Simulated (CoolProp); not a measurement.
Vapour-liquid equilibrium of toluene (1) + n-decane (2) at 72.05 °C; x and y are mole fractions of (1).

Model: multi-fluid Helmholtz-energy mixture model, Lemmon 2006 and Lemmon 2006; pair parameters Bell 2016, in CoolProp.

```tsv
x	bubble pressure, mixture model (bar)	bubble pressure, Raoult's law (bar)	y, mixture model	y, Raoult's law
0.05	0.04265	0.04130	0.374	0.355
0.15	0.07342	0.06781	0.675	0.648
0.25	0.1044	0.09432	0.797	0.777
0.35	0.1340	0.1208	0.862	0.849
0.45	0.1615	0.1473	0.901	0.895
0.55	0.1870	0.1739	0.928	0.927
0.65	0.2108	0.2004	0.948	0.951
0.75	0.2337	0.2269	0.965	0.969
0.85	0.2567	0.2534	0.979	0.983
0.95	0.2806	0.2799	0.993	0.995
```

The largest gap from Raoult's law is +10.9 % in bubble pressure, at x = 0.35. No azeotrope shows between x = 0.05 and 0.95.

Pair parameters are fitted to limited data, so mixtures are less certain than the pure fluids.
